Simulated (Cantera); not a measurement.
# Adiabatic ignition

An adiabatic, constant-volume homogeneous reactor starts with 20.1 % CH3OH, 16.8 % O2, 63.1 % N2, at 1400 K and 1.00 bar.

Cantera simulation using GRI-Mech 3.0 (53 species, 325 reactions); the numbers are that mechanism's predictions, not measurements. GRI-Mech 3.0 was tuned for natural gas; its chemistry of methanol as a main component is partial and can be far from experiment.

```tsv
t (s)	T (K)	P (bar)	x CH3OH	x O2	x C2H4	x CH2O	x CO2
2.00e-6	1400	1.00	0.201	0.168	6.12e-12	3.14e-6	1.67e-7
5.92e-6	1400	1.00	0.201	0.168	5.90e-11	1.08e-5	5.09e-7
1.75e-5	1400	1.00	0.201	0.168	5.44e-10	3.68e-5	1.52e-6
5.20e-5	1400	1.00	0.201	0.168	2.76e-9	0.000132	4.54e-6
0.000154	1401	1.00	0.201	0.167	7.71e-9	0.000714	1.36e-5
0.000456	1472	1.08	0.168	0.150	2.40e-8	0.0228	0.000157
0.00135	2818	2.53	<1e-12	0.00110	<1e-12	1.17e-8	0.0389
0.00400	2815	2.53	<1e-12	0.00107	<1e-12	1.17e-8	0.0388
0.0118	2815	2.53	<1e-12	0.00107	<1e-12	1.17e-8	0.0388
0.0351	2815	2.53	<1e-12	0.00107	<1e-12	1.17e-8	0.0388
0.104	2815	2.53	<1e-12	0.00107	<1e-12	1.17e-8	0.0388
0.308	2815	2.53	<1e-12	0.00107	<1e-12	1.17e-8	0.0388
0.912	2815	2.53	<1e-12	0.00107	<1e-12	1.17e-8	0.0388
2.70	2815	2.53	<1e-12	0.00107	<1e-12	1.17e-8	0.0388
8.00	2815	2.53	<1e-12	0.00107	<1e-12	1.17e-8	0.0388
```
x: mole fraction; the columns are a selection and need not sum to one.

* **time of steepest temperature rise**: 0.494 ms
* **temperature at 8.00 s**: 2815 K
* **equilibrium temperature**: 2815 K
* **x(CH3OH) at 8.00 s**: <1e-12 (gas-phase equilibrium <1e-12)
* **x(O2) at 8.00 s**: 0.00107 (gas-phase equilibrium 0.00107)
* **x(C2H4) at 8.00 s**: <1e-12 (gas-phase equilibrium <1e-12)
